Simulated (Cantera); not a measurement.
An adiabatic, constant-volume homogeneous reactor starts with CH4 : O2 : N2 = 1 : 2.11 : 7.92 (molar parts), equivalence ratio 0.95, at 1075 K and 2.00 bar.

Model: GRI-Mech 3.0 (53 species, 325 reactions), integrated in Cantera.

Problem. Predict: time of steepest temperature rise; temperature at 2.00 s; equilibrium temperature; x(O2) at 2.00 s; x(HCO) at 2.00 s; x(CO2) at 2.00 s; x(CO) at 2.00 s; x(H2O) at 2.00 s.

Solution. 
* **time of steepest temperature rise**: 0.145 s
* **temperature at 2.00 s**: 2818 K
* **equilibrium temperature**: 2818 K
* **x(O2) at 2.00 s**: 0.0198 (gas-phase equilibrium 0.0198)
* **x(HCO) at 2.00 s**: 5.91e-8 (gas-phase equilibrium 5.91e-8)
* **x(CO2) at 2.00 s**: 0.0586 (gas-phase equilibrium 0.0586)
* **x(CO) at 2.00 s**: 0.0294 (gas-phase equilibrium 0.0294)
* **x(H2O) at 2.00 s**: 0.155 (gas-phase equilibrium 0.155)
